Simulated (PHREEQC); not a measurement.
Dissolve 25 mmol/kgw NH4HF2, 0.033 mmol/kgw H2SiF6, 0.7 mmol/kgw H3BO3, 0.074 mmol/kgw H2SO4 and 0.51 mmol/kgw HF at 75 °C. Closed to the air; pH follows from the charge balance.

The numbers come from PHREEQC with the ion-association model, wateq4f.dat.

Precipitation was switched off in this run.

Task: Order these S species by the share of S that they hold, largest first: HSO4-, NH4SO4-, SO4-2.

Result: SO4-2 (82 %), NH4SO4- (14 %), HSO4- (4.9 %)

Task: Order these B species by the share of B that they hold, largest first: BF2(OH)2-, H3BO3, BF3OH-, BF4-.

Result: BF4- (93 %), BF3OH- (4.6 %), BF2(OH)2- (1.7 %), H3BO3 (0.23 %)

The pH is 3.55 and the ionic strength 0.0254 mol/kgw. Species that the database lacks are ignored. Away from 25 °C the constants follow the database's enthalpies or fits; those with neither stay at their 25 °C values. SiF6-2 is the database's only silicon fluoride. Real BF4- forms and hydrolyses slowly; the run takes it at equilibrium.
